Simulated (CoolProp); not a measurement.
Cyclohexane along the isobar 24200 kPa: Z from the reference equation and from simpler models built on Tc = 553.6 K, pc = 4081 kPa, ω = 0.209; each cubic takes its own stable root.

Computed with CoolProp (reference Helmholtz-energy equation of state, Zhou 2014).

```tsv
T (K)	phase	reference
401.5	liquid	0.8636
416.1	liquid	0.8481
430.6	liquid	0.8344
445.2	liquid	0.8222
459.8	liquid	0.8115
474.3	liquid	0.8022
488.9	liquid	0.7943
503.5	liquid	0.7877
518	liquid	0.7824
532.6	liquid	0.7783
547.2	liquid	0.7755
561.7	supercritical	0.7739
576.3	supercritical	0.7734
590.9	supercritical	0.7742
605.4	supercritical	0.7761
620	supercritical	0.7792
```

### Question
How far does each simpler model (van der Waals, Redlich-Kwong) lie from the reference over these 16 states: mean and median of the absolute difference, and the worst?

### Answer
- van der Waals: mean 38.6 %, median 39.1 %, worst +48.0 % at 401.5 K and 24200 kPa
- Redlich-Kwong: mean 5.1 %, median 5.3 %, worst +6.2 % at 401.5 K and 24200 kPa
